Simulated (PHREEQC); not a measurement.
Solution (25 °C): 150 mmol/kgw H2SO4, 2.8 mmol/kgw CuSO4 and 0.085 mmol/kgw KCl. Closed to the air; pH follows from the charge balance.

Computed with PHREEQC (ion-association model, phreeqc.dat).

Each row changes one thing in this solution. No solid was allowed to form.

```json
[
 {"case": "as made", "pH": "0.86", "ionic strength (mol/kgw)": "0.203", "HSO4- (mol/kgw)": "0.128", "SO4-2 (mol/kgw)": "0.0244", "K+ (mol/kgw)": "8.11e-5", "KSO4- (mol/kgw)": "3.87e-6", "SI of Sylvite (KCl)": "-9.36"},
 {"case": "H2SO4 from 0.15 to 0.135 mol/kgw", "pH": "0.90", "ionic strength (mol/kgw)": "0.185", "HSO4- (mol/kgw)": "0.114", "SO4-2 (mol/kgw)": "0.0233", "K+ (mol/kgw)": "8.12e-5", "KSO4- (mol/kgw)": "3.82e-6", "SI of Sylvite (KCl)": "-9.35"},
 {"case": "KCl from 8.5e-05 to 8.5e-06 mol/kgw", "pH": "0.86", "ionic strength (mol/kgw)": "0.203", "HSO4- (mol/kgw)": "0.128", "SO4-2 (mol/kgw)": "0.0244", "K+ (mol/kgw)": "8.11e-6", "KSO4- (mol/kgw)": "3.87e-7", "SI of Sylvite (KCl)": "-11.36"},
 {"case": "CuSO4 left out", "pH": "0.86", "ionic strength (mol/kgw)": "0.198", "HSO4- (mol/kgw)": "0.126", "SO4-2 (mol/kgw)": "0.0238", "K+ (mol/kgw)": "8.12e-5", "KSO4- (mol/kgw)": "3.80e-6", "SI of Sylvite (KCl)": "-9.35"},
 {"case": "diluted 5-fold with water", "pH": "1.47", "ionic strength (mol/kgw)": "0.0520", "HSO4- (mol/kgw)": "0.0198", "SO4-2 (mol/kgw)": "0.0106", "K+ (mol/kgw)": "1.65e-5", "KSO4- (mol/kgw)": "5.50e-7", "SI of Sylvite (KCl)": "-10.64"}
]
```
